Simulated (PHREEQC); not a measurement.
Make-up at 25 °C: 0.003 mol/kgw CdCl2, 0.0032 mol/kgw NaCl and 4.5e-05 mol/kgw MnSO4. Closed to the air; pH follows from the charge balance.

Computed with PHREEQC (ion-association model, wateq4f.dat).

```tsv
quantity	before	after
pH	6.17	5.68
ionic strength (mol/kgw)	0.0103	0.0101
Cl- (mol/kgw)	0.00814	0.00806
Cd+2 (mol/kgw)	0.00196	0.00189
CdCl+ (mol/kgw)	0.00100	0.00107
SO4-2 (mol/kgw)	3.57e-5	3.43e-5
SI of CdOHCl (CdOHCl)	-2.38	-2.06
SI of Halite (NaCl)	-6.26	-6.38
```

**Question.** Which change was made?
A. temperature from 25 to 80 °C
B. CdCl2 from 0.003 to 0.0027 mol/kgw
C. 0.0016 mol/kgw HCl added
D. diluted 100-fold with water
E. MnSO4 from 4.5e-05 to 4.95e-05 mol/kgw

**Answer.** A, temperature from 25 to 80 °C

This is a speciation only: nothing precipitates in the calculation. At this temperature some constants are extrapolated from 25 °C, and those without enthalpy data are left unchanged.
